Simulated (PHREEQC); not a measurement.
Dissolve 0.033 mol/kgw FeCl3 and 0.002 mol/kgw NaCl at 20 °C. It is in equilibrium with CO2 at log p = -3.4 (atm). Otherwise closed; pH follows from the charge balance.

Model: ion-association model, phreeqc.dat, run in PHREEQC.

This is a speciation only: nothing precipitates in the calculation.

Q: Order these Fe species by the share of Fe that they hold, largest first: FeCl2+, Fe+3, Fe2(OH)2+4, FeCl+2, FeOH+2.

A: Fe+3 (37 %), FeCl+2 (28 %), Fe2(OH)2+4 (17 %), FeOH+2 (9.5 %), FeCl2+ (4.2 %)

Q: Order these Cl species by the share of Cl that they hold, largest first: FeCl2+, Cl-, FeCl+2.

A: Cl- (88 %), FeCl+2 (9.2 %), FeCl2+ (2.7 %)

The pH is 2.07 and the ionic strength 0.159 mol/kgw. Examples of supersaturated solids here: Hematite (slow to form), Goethite (slow to form). Others may be too. Species that the database lacks are ignored.
